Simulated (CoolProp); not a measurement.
Vapour-liquid equilibrium of dimethyl ether (1) + n-pentane (2) at -12.05 °C; x and y are mole fractions of (1).

Model: multi-fluid Helmholtz-energy mixture model, Wu 2011 and Thol 2019; pair parameters Bell 2016, in CoolProp.

Give the bubble pressure and the first vapour's composition at x = 0.55, 0.65, 0.75. Is there an azeotrope?

x = 0.55: 0.1205 MPa, y = 0.950; x = 0.65: 0.1334 MPa, y = 0.961; x = 0.75: 0.1436 MPa, y = 0.970. No azeotrope shows between x = 0.05 and 0.95.

Pair parameters are fitted to limited data, so mixtures are less certain than the pure fluids. The gap from Raoult's law changes sign with composition, which may be real or a fault of the pair parameters; it wasn't checked against measurements.
